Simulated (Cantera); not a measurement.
Input: 1 mol SiH2Cl2, 0.51 mol NH3, 47 mol H2, equilibrated at 2023 K and 0.100 bar.

Equilibrium computed with Cantera from the NASA thermochemical tables; the gas is ideal and each condensed phase is pure. The tables' values for SiCl are old estimates; treat these amounts as uncertain. Gases not in the tables: Si2H6 and higher silanes. Equilibrium is a limit: real reactors are often held back by kinetics, nucleation or transport.

```json
[
 {"species": "H2", "before": "0.951", "after": "0.519"},
 {"species": "HCl", "before": "0.0339", "after": "0.205"},
 {"species": "SiCl2", "before": "0.00281", "after": "0.188"},
 {"species": "N2", "before": "0.00508", "after": "0.0759"},
 {"species": "SiCl4", "before": "1.69e-8", "after": "7.61e-5"},
 {"species": "SiCl3", "before": "6.55e-6", "after": "0.00359"},
 {"species": "SiHCl3", "before": "1.94e-7", "after": "7.87e-5"},
 {"species": "SiH2Cl2", "before": "4.33e-7", "after": "1.58e-5"},
 {"species": "SiCl", "before": "0.000166", "after": "0.00136"},
 {"species": "Cl", "before": "0.000155", "after": "0.00127"},
 {"species": "Si(l), mol", "before": "0.809", "after": "0.348"}
]
```
Gas species are given as mole fractions.

Task: Name the change that produced these shifts.
A. temperature from 2023 K to 1900 K
B. temperature from 2023 K to 1200 K
C. NH3 from 0.51 to 4.5 mol
D. H2 from 47 to 0.33 mol

Result: D, H2 from 47 to 0.33 mol. The tables' values for SiCl3, SiCl, SiN are old estimates; treat these amounts as uncertain
